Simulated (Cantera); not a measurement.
**Fe(CO)₅ + CO + H₂ (iron carbonyl, mercury and lead vapours)**

Feed: 1 mol Fe(CO)₅, 0.37 mol CO, 0.19 mol H₂, at 0.100 bar.

Cantera equilibrium calculation (NASA polynomials, part measured and part estimated; ideal gas, pure solids and liquids). Candidate condensed phases: C, C₆H₆, C₇H₈, C₈H₁₈, Fe, Fe(CO)₅, FeO, Fe(OH)₂, Fe(OH)₃, Fe₂O₃, Fe₃O₄, H₂O; 114 gas species. Iron dissolves carbon and melts from about 1420 K in contact with it, which pure phases cannot show. Condensed phases not in the tables: cementite and carbon dissolved in iron. The numbers say what is thermodynamically allowed, not how fast it happens.

| T (K) | x CO | x H₂ | x CO₂ | x H₂O | x H | n C(graphite) | n Fe(α) | n Fe(γ) |
|---|---|---|---|---|---|---|---|---|
| 1023 | 0.934 | 0.0344 | 0.0312 | 0.000878 | 2.43e-9 | 0.173 | 1.00 | 0 |
| 1073 | 0.953 | 0.0342 | 0.0128 | 0.000423 | 8.19e-9 | 0.0724 | 1.00 | 0 |
| 1123 | 0.960 | 0.0341 | 0.00557 | 0.000216 | 2.49e-8 | 0.0319 | 1.00 | 0 |
| 1173 | 0.963 | 0.0341 | 0.00259 | 0.000117 | 6.89e-8 | 0.0150 | 1.00 | 0 |
| 1223 | 0.965 | 0.0341 | 0.00128 | 6.62e-5 | 1.76e-7 | 0.00746 | 0 | 1.00 |
| 1273 | 0.965 | 0.0342 | 0.000669 | 3.92e-5 | 4.17e-7 | 0.00393 | 0 | 1.00 |
| 1323 | 0.965 | 0.0342 | 0.000368 | 2.42e-5 | 9.27e-7 | 0.00218 | 0 | 1.00 |
| 1373 | 0.966 | 0.0342 | 0.000212 | 1.54e-5 | 1.95e-6 | 0.00126 | 0 | 1.00 |
| 1423 | 0.966 | 0.0342 | 0.000127 | 1.02e-5 | 3.88e-6 | 0.000759 | 0 | 1.000 |
| 1473 | 0.966 | 0.0342 | 7.89e-5 | 6.91e-6 | 7.39e-6 | 0 | 0 | 1.000 |
| 1523 | 0.966 | 0.0342 | 5.07e-5 | 4.81e-6 | 1.35e-5 | 0 | 0 | 1.000 |
x: gas mole fraction; n: condensed amount in mol.

From 1023 K to 1173 K the condensed part is C(graphite) + Fe(α). From 1223 K to 1423 K the condensed part is C(graphite) + Fe(γ). From 1473 K to 1523 K the condensed part is Fe(γ).
